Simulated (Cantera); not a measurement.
# Ignition delay

Mixture: CH4 : O2 : N2 : CO2 = 1 : 1.05 : 3.96 : 0.32 (molar parts), at 100000 Pa, adiabatic and at constant pressure. Ignition delay is the time to a rise of 400 K.

Model: GRI-Mech 3.0 (53 species, 325 reactions), integrated in Cantera.

```json
[
 {"T0 (K)": "1250", "delay (ms)": "35.9"},
 {"T0 (K)": "1300", "delay (ms)": "18.5"},
 {"T0 (K)": "1350", "delay (ms)": "9.77"},
 {"T0 (K)": "1400", "delay (ms)": "5.31"},
 {"T0 (K)": "1450", "delay (ms)": "2.96"},
 {"T0 (K)": "1500", "delay (ms)": "1.71"}
]
```

| Quantity | Value |
|---|---|
| apparent activation energy between 1400 and 1500 K | 200 kJ/mol |
